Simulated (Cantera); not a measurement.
Feed: 1 mol SiHCl3, a varied amount of NH3, equilibrated at 1725 K and 10.0 Pa.

Method: chemical equilibrium by Gibbs-energy minimisation in Cantera with the NASA 1993 tables (ideal gas, pure condensed phases). Candidate condensed phases: NH4Cl, Si, Si3N4; 28 gas species. Gases not in the tables: Si2H6 and higher silanes. The numbers say what is thermodynamically allowed, not how fast it happens.

Problem. What share of the Si ends up in condensed phases as a function of n(NH3) (mol), at 1.5, 1.9, 2.3, 2.8, 3.5, 4.3, 5.3, 6.5?

Solution. 
| n(NH3) (mol) | Si condensed (%) | as |
|---|---|---|
| 1.5 | 0.0 | - |
| 1.9 | 0.0 | - |
| 2.3 | 0.0 | - |
| 2.8 | 0.0 | - |
| 3.5 | 0.0 | - |
| 4.3 | 0.9 | Si(l) |
| 5.3 | 3.5 | Si(l) |
| 6.5 | 5.8 | Si(l) |
